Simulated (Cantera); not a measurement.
# Stirred combustor or abatement burner

A perfectly stirred reactor is fed with H₂ : O₂ : N₂ = 1 : 1.02 : 3.84 (molar parts), at 5.00 bar; it is adiabatic with a 775 K inlet, and is followed from long to short residence time, starting on the burning branch (τ in s: 0.039, 0.018, 0.0082, 0.0038, 0.0017, 0.00079, 0.00036, 0.00017, 7.7e-05, 3.5e-05, 1.6e-05, 7.5e-06, 3.4e-06).

Model: the H2/O2 subset of GRI-Mech 3.0, which has no nitrogen chemistry, integrated in Cantera. The hydrogen kinetics of GRI-Mech 3.0 are dated; newer H2 mechanisms differ, most at raised pressure.

```tsv
τ (s)	T (K)	x H₂	x O₂	x H₂O	x O	x HO₂	x OH	x H
0.039	2022	0.000121	0.0965	0.185	0.000128	3.76e-6	0.00184	1.07e-5
0.018	2021	0.000152	0.0965	0.185	0.000148	4.03e-6	0.00197	1.36e-5
0.0082	2019	0.000212	0.0964	0.185	0.000189	4.61e-6	0.00221	2.04e-5
0.0038	2016	0.000321	0.0963	0.185	0.000265	5.74e-6	0.00259	3.49e-5
0.0017	2011	0.000520	0.0962	0.184	0.000412	8.01e-6	0.00320	6.88e-5
0.00079	2003	0.000842	0.0960	0.183	0.000656	1.19e-5	0.00397	0.000139
0.00036	1991	0.00139	0.0957	0.182	0.00108	1.86e-5	0.00499	0.000295
0.00017	1974	0.00224	0.0955	0.180	0.00172	2.89e-5	0.00614	0.000603
7.7e-5	1946	0.00367	0.0953	0.177	0.00278	4.59e-5	0.00749	0.00126
3.5e-5	1903	0.00592	0.0953	0.173	0.00431	7.15e-5	0.00880	0.00255
1.6e-5	1841	0.00948	0.0959	0.167	0.00628	0.000107	0.00978	0.00485
7.5e-6	1754	0.0152	0.0980	0.158	0.00821	0.000154	0.0100	0.00835
3.4e-6	1623	0.0279	0.104	0.142	0.00888	0.000222	0.00900	0.0128
```
x: mole fraction; the columns are a selection and need not sum to one.
